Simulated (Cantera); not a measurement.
What does this Cantera script print?

```python
import numpy as np
import cantera as ct

gas_names = """
    H H2 H2S Ni NiS S SH S2 S8
""".split()
cond_names = """
    Ni(cr) Ni(L) NiS(b) NiS(a) NiS(L) NiS2(s) NiS2(L) Ni3S2(I) Ni3S2(II) Ni3S2(L) Ni3S4(s) S(cr1) S(cr2)
    S(L)
""".split()


# ... load() reads the species with a 1 bar reference pressure and builds the phases ...
atoms = {
    'NiS': {'Ni': 1, 'S': 1},
    'H2': {'H': 2},
}
top_T = {'Ni3S4(s)': 620}  # K; cautious upper limits of use, not melting points


# ... equilibrate(T, P, feed) seeds the gas with the atoms and calls Mixture.equilibrate('TP', solver="vcs", rtol=1e-11, max_steps=5000) ...
results = []
feed = {'NiS': 1, 'H2': 340}  # mol
P = 110000  # Pa
for T in [698, 773, 848, 923, 998, 1073, 1148, 1223, 1298, 1373]:
    mix = equilibrate(T, P, feed)
    results.append((T, P, feed, dict(zip(mix.species_names, mix.species_moles))))

top = {s: max(r[3][s] / sum(r[3][g] for g in gas_names) for r in results) for s in gas_names}
cols = sorted((s for s in top if top[s] > 0.001), key=lambda s: -top[s])[:8]
seen = [c for c in cond_names if any(r[3].get(c, 0) > 1e-12 for r in results)]
print("log10 of partial pressures in bar; condensed amounts in mol")
print(f"{'T/K':>10s}" + "".join(f"{s[:9]:>10s}" for s in cols + seen))
for T, P, feed, n in results:
    ng = sum(n[g] for g in gas_names)
    print(f"{T:10.4g}" + "".join(f"{np.log10(max(n[s] / ng * P / 1e5, 1e-99)):10.3f}" for s in cols)
          + "".join(f"{n.get(c, 0):10.4g}" for c in seen))
```

Result:

```
log10 of partial pressures in bar; condensed amounts in mol
       T/K        H2       H2S    Ni(cr)  Ni3S2(I) Ni3S2(II)
       698     0.041    -2.967         0    0.3333         0
       773     0.041    -2.967         0    0.3333         0
       848     0.041    -2.905   0.07676         0    0.3077
       923     0.041    -2.651    0.5355         0    0.1548
       998     0.040    -2.490         1         0         0
      1073     0.040    -2.490         1         0         0
      1148     0.040    -2.490         1         0         0
      1223     0.040    -2.490         1         0         0
      1298     0.040    -2.490         1         0         0
      1373     0.040    -2.491         1         0         0
```

Cantera equilibrium calculation (NASA polynomials, part measured and part estimated; ideal gas, pure solids and liquids). Metal and sulfide melt together well below either melting point, which pure phases cannot show.
